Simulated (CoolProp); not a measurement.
100 sccm (0 °C, 1 atm) of nitrogen bubbles through liquid benzene at 314.2 K and leaves saturated at a total pressure of 0.15 MPa (ideal gas phase). Each further row changes one setting.

Model: reference Helmholtz-energy equation of state, Thol 2012, in CoolProp.

```csv
case,vapour pressure (kPa),mole fraction of vapour,delivery (mg/min),delivery (sccm),change of delivery for a bath 1 K warmer (%)
as stated,25.5,0.170,71.2,[?],[?]
bath temperature 319.2 K,[?],0.207,91.1,26.1,5.1
total pressure 0.3 MPa,25.5,[?],[?],[?],4.5
```

Task: Some entries are withheld; supply them.

Result: 
- as stated, delivery (sccm): 20.4
- as stated, change of delivery for a bath 1 K warmer (%): 5.0
- bath temperature 319.2 K, vapour pressure (kPa): 31.1
- total pressure 0.3 MPa, mole fraction of vapour: 0.0849
- total pressure 0.3 MPa, delivery (mg/min): 32.3
- total pressure 0.3 MPa, delivery (sccm): 9.27
